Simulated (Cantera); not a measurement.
# Hg + H2 (iron carbonyl, mercury and lead vapours)

Feed: 1 mol Hg, 3.7 mol H2, at 1052 °C and 133 Pa.

Method: chemical equilibrium by Gibbs-energy minimisation in Cantera with the NASA 1993 tables (ideal gas, pure condensed phases). Candidate condensed phases: Hg; 3 gas species. Equilibrium is a limit: real reactors are often held back by kinetics, nucleation or transport.

```json
{
 "x(H2)": "0.787",
 "x(Hg)": "0.213",
 "x(H)": "3.97e-5",
 "gas_amount": "4.700 mol",
 "log10 activity of Hg(l) (absent)": "-6.04"
}
```
